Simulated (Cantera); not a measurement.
A closed system holds: 1 mol FeS₂, 3 mol SO₂, 0.27 mol CO₂, held at 850 K and 0.590 bar.

These are equilibrium values from Cantera (NASA tables, ideal gas, pure condensed phases), not measurements of a reactor. Candidate condensed phases: C, Fe, Fe(CO)₅, FeO, FeS, FeSO₄, FeS₂, Fe₂O₃, Fe₂(SO₄)₃, Fe₃O₄, S; 25 gas species. Gases not in the tables: S₃ to S₇. Rates play no part.

Base state: SO₂ 0.911, CO₂ 0.0823, S₂ 0.00589, S₂O 0.00113, COS 1.13e-5 (mole fractions); condensed: FeS₂(s) + Fe₃O₄(s).

Task: What changes in the equilibrium state with this change: temperature from 850 K to 1600 K?

Result: 
```tsv
species	before	after
SO₂	0.911	0.754
S₂	0.00589	0.157
CO₂	0.0823	0.0604
S	<1e-9	6.23e-5
SO	1.50e-6	0.00983
CO	6.55e-6	0.00986
COS	1.13e-5	0.000234
FeS₂(s), mol	0.983	0
Fe₃O₄(s), mol	0.00553	0
FeO(s), mol	0	0.195
FeS(l), mol	0	0.805
```
Metal and sulfide melt together well below either melting point, which pure phases cannot show. Mutual solubility and eutectic melting of coexisting phases are not modelled. The tables' stoichiometric FeO is somewhat more stable than real wüstite, so its field is too wide. FeO, FeS: taken at fixed stoichiometry.
